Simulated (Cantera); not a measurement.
# Equilibrium for oxide etching and cleaning by halides: SiO2 + HCl + H2 + SiCl4

Feed: 1 mol SiO2, 6.5 mol HCl, 9.6 mol H2, 1 mol SiCl4, at 278 Torr.

These are equilibrium values from Cantera (NASA tables, ideal gas, pure condensed phases), not measurements of a reactor. Candidate condensed phases: H2O, Si, SiO2; 30 gas species. The tables' values for SiCl3 are old estimates; treat these amounts as uncertain. The tables hold silica as quartz up to 1696 K and as liquid above; real silica turns to tridymite and cristobalite and melts near 1996 K. Rates play no part.

```
T (K)   x H2  x HCl  x SiCl4   x SiCl3  x SiHCl3  n SiO2(α-quartz)  n SiO2(β-quartz)
-----  -----  -----  -------  --------  --------  ----------------  ----------------
700    0.561  0.380   0.0585   2.67e-9   1.76e-5              1.00                 0
750    0.561  0.380   0.0584   2.02e-8   3.91e-5              1.00                 0
800    0.561  0.380   0.0584   1.18e-7   7.79e-5             1.000                 0
850    0.561  0.380   0.0583   5.61e-7  0.000143                 0             1.000
900    0.561  0.380   0.0582   2.23e-6  0.000244                 0             1.000
950    0.561  0.381   0.0581   7.62e-6  0.000393                 0             1.000
1000   0.561  0.381   0.0579   2.29e-5  0.000600                 0             1.000
1050   0.560  0.381   0.0575   6.19e-5  0.000879                 0             1.000
1100   0.560  0.381   0.0571  0.000152   0.00124                 0             1.000
1150   0.559  0.382   0.0564  0.000342   0.00168                 0             1.000
1200   0.558  0.383   0.0555  0.000713   0.00220                 0             1.000
1250   0.557  0.384   0.0540   0.00138   0.00278                 0             1.000
1300   0.555  0.387   0.0518   0.00249   0.00338                 0             1.000
1350   0.551  0.390   0.0484   0.00415   0.00391                 0             1.000
```
x: gas mole fraction; n: condensed amount in mol.

From 700 K to 800 K the condensed part is SiO2(α-quartz). From 850 K to 1350 K the condensed part is SiO2(β-quartz). The main Si-bearing gas is SiCl4 throughout.
